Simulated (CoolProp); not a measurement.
Vapour pressure (kPa) of carbon dioxide: the reference equation beside estimates from Tc = 304.1 K, pc = 7377 kPa, ω = 0.224.

Values from CoolProp's reference Helmholtz-energy equation of state, Span 1996.

```csv
T (K),reference,Lee-Kesler,van der Waals,Peng-Robinson
234.3,1048,1048,2370,1039
238.8,1230,1229,2593,1219
243.3,1435,1433,2828,1423
247.9,1669,1666,3082,1656
252.4,1924,1919,3344,1910
257,2214,2207,3626,2199
261.5,2526,2517,3916,2513
266.1,2878,2867,4226,2866
270.6,3256,3242,4544,3246
275.2,3678,3663,4884,3672
279.7,4129,4113,5232,4128
284.3,4632,4617,5602,4636
288.8,5167,5154,5979,5177
```

Absolute difference from the reference over all 13 rows, mean and median: Lee-Kesler 0.3 and 0.3 %, van der Waals 61.1 and 55.0 %, Peng-Robinson 0.5 and 0.5 %.
